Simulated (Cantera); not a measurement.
Charge: 1 mol LiCl, 0.13 mol O2, 200 mol H2, at 0.0300 Torr.

Equilibrium computed with Cantera from the NASA thermochemical tables; the gas is ideal and each condensed phase is pure. Candidate condensed phases: H2O, Li, LiCl, LiH, LiOH, Li2O; 25 gas species. The numbers say what is thermodynamically allowed, not how fast it happens.

Q: At 1125 K, list the 5 most abundant gas species with their mole fractions, and the condensed phases.

A: H2 0.994, LiCl 0.00496, H2O 0.00129, HCl 1.43e-5, Li 1.07e-5. Condensed: gas only.
